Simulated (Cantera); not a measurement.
A Cantera script and what it prints.

```python
import numpy as np
import cantera as ct

gas_names = """
    N NO NO2 NO3 N2 N2O O O2 O3 V VN VO VO2
""".split()
cond_names = """
    V(cr) V(L) VN(s) VO(s) VO(L) V2O3(s) V2O3(L) V2O4(I) V2O4(II) V2O4(L) V2O5(s) V2O5(L)
""".split()


def load(file, names, dense=False):
    # The tables refer to 1 bar. Condensed volumes are neglected.
    table = {s.name: s for s in ct.Species.list_from_file(file)}
    out = []
    for n in names:
        d = dict(table[n].input_data)
        d["thermo"] = dict(d["thermo"], **{"reference-pressure": 1e5})
        if dense:
            d["equation-of-state"] = {"model": "constant-volume", "density": "1e6 g/cm^3"}
        out.append(ct.Species.from_dict(d))
    return out


gas = ct.Solution(thermo="ideal-gas", species=load("nasa_gas.yaml", gas_names))
cond = {s.name: ct.Solution(thermo="fixed-stoichiometry", species=[s], name=s.name)
        for s in load("nasa_condensed.yaml", cond_names, dense=True)}
atoms = {
    'V': {'V': 1},
    'N2O': {'N': 2, 'O': 1},
    'N2': {'N': 2},
}
top_T = {'VN(s)': 2300}  # K; cautious upper limits of use, not melting points


def equilibrate(T, P, feed):
    n = {}
    for name, mol in feed.items():
        for a, k in atoms[name].items():
            n[a] = n.get(a, 0.0) + k * mol
    gas.TPX = T, P, n
    mass = sum(n.values()) * gas.mean_molecular_weight
    gas.equilibrate("TP")
    valid = [c for c in cond.values() if c.min_temp <= T <= top_T.get(c.name, c.max_temp)]
    mix = ct.Mixture([(gas, mass / gas.mean_molecular_weight)] + [(c, 0.0) for c in valid])
    mix.T, mix.P = T, P
    mix.equilibrate("TP", solver="vcs", rtol=1e-11, max_steps=5000)
    return mix


results = []
feed = {'V': 1, 'N2O': 0.16, 'N2': 48}  # mol
T = 875  # K
P = 400000  # Pa
mix = equilibrate(T, P, feed)
results.append((T, P, feed, dict(zip(mix.species_names, mix.species_moles))))
print(gas.report(threshold=0.0001))
for i in range(1, mix.n_phases):
    print(f"{mix.phase(i).name:16s} {mix.phase_moles(i):12.5e} mol")
```

It prints:

```
       temperature   875 K
          pressure   4e+05 Pa
           density   1.5403 kg/m^3
  mean mol. weight   28.014 kg/kmol
   phase of matter   gas

                          1 kg             1 kmol
                     ---------------   ---------------
          enthalpy        6.2189e+05        1.7422e+07  J
   internal energy         3.622e+05        1.0147e+07  J
           entropy            7579.5        2.1233e+05  J/K
    Gibbs function       -6.0101e+06       -1.6837e+08  J
 heat capacity c_p            1140.7             31955  J/K
 heat capacity c_v            843.89             23641  J/K

                      mass frac. Y      mole frac. X     chem. pot. / RT
                     ---------------   ---------------   ---------------
                N2                 1                 1           -23.143
     [  +12 minor]        1.0786e-19        1.0043e-19

V(cr)             0.00000e+00 mol
VN(s)             8.93333e-01 mol
VO(s)             0.00000e+00 mol
V2O3(s)           5.33333e-02 mol
V2O4(II)          0.00000e+00 mol
V2O5(s)           0.00000e+00 mol
```

Cantera equilibrium calculation (NASA polynomials, part measured and part estimated; ideal gas, pure solids and liquids). VN: taken at fixed stoichiometry. Condensed phases not in the tables: the oxides between V2O3 and V2O5 other than VO2, V2N.
